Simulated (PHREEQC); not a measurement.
Make-up at 25 °C: 0.015 mol/kgw Na2S, 0.97 mol/kgw HCl and 0.38 mol/kgw NiCl2. Closed to the air; pH follows from the charge balance.

Computed with PHREEQC (ion-association model, wateq4f.dat).

The ionic strength comes out as 1.35 mol/kgw. What activity coefficients do NiCl+, H+, Ni+2, Cl-, Na+ get?

NiCl+ 0.86, H+ 0.73, Ni+2 0.54, Cl- 0.58, Na+ 0.74.

No solid was allowed to form. The ionic strength is past about 0.7 mol/kgw, beyond the range of this activity model, so the values are rough. The polysulfide entries of wateq4f.dat were taken out for this run.
